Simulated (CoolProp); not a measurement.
Model: reference Helmholtz-energy equation of state, Tillner-Roth 1994, in CoolProp.

**Question.** For R134a, give the phase and the density (kg/m³), cv (kJ/(kg K)), expansivity (1/kK), viscosity (µPa s) at 243 K and 0.101 MPa.

**Answer.** 
- 243 K and 0.101 MPa: liquid; density 1390, cv 0.844, expansivity 2.14, viscosity 402

Viscosity comes from a separate model (Huber 2003), an estimate that may be off by 10 % or more.
